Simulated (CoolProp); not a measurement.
Vapour-liquid equilibrium of CH2F2 (R32) (1) + R152A (2) at 238 K; x and y are mole fractions of (1).

The numbers come from the multi-fluid Helmholtz-energy mixture model, Tillner-Roth 1997 and Outcalt 1996; pair parameters Bell 2016 in CoolProp.

```tsv
x	bubble pressure (kPa)	y at the bubble point	dew pressure at overall composition x (kPa)	liquid density (mol/L)
0.05	68.71	(withheld)	62.65	15.90
0.2	(withheld)	0.473	(withheld)	16.69
0.35	117.4	0.653	81.81	17.56
0.5	141.1	0.773	96.39	(withheld)
0.65	164.5	0.860	116.9	(withheld)
0.8	(withheld)	0.928	147.6	20.68
0.95	211.9	0.984	(withheld)	21.96
```

What belongs in the gaps?


- 0.05, y at the bubble point: 0.163
- 0.2, bubble pressure (kPa): 93.41
- 0.2, dew pressure at overall composition x (kPa): 70.98
- 0.5, liquid density (mol/L): 18.50
- 0.65, liquid density (mol/L): 19.54
- 0.8, bubble pressure (kPa): 188.1
- 0.95, dew pressure at overall composition x (kPa): 196.9

No azeotrope shows between x = 0.05 and 0.95.

Pair parameters are fitted to limited data, so mixtures are less certain than the pure fluids.
